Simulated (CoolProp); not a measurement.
A Linde-Hampson liquefier for dry air: isothermal reversible compression at 280 K from 1 atm to 20 MPa, throttling to 1 atm, return gas leaving the recuperator 0 K below the feed. Each further row changes one setting.

The numbers come from the reference Helmholtz-energy equation of state, Lemmon 2000 in CoolProp. It is a pseudo-pure fit of the blend.

| case | liquid yield per pass | compression work (kJ/kg of gas) |
|---|---|---|
| as stated | [?] | 421 |
| high pressure 40 MPa | [?] | [?] |
| warm-end temperature 310 K | [?] | 470 |
| warm-end gap 5 K | [?] | 421 |

Problem. Fill in the missing entries.

Solution. 
- as stated, liquid yield per pass: 0.099
- high pressure 40 MPa, liquid yield per pass: 0.128
- high pressure 40 MPa, compression work (kJ/kg of gas): 482
- warm-end temperature 310 K, liquid yield per pass: 0.073
- warm-end gap 5 K, liquid yield per pass: 0.088
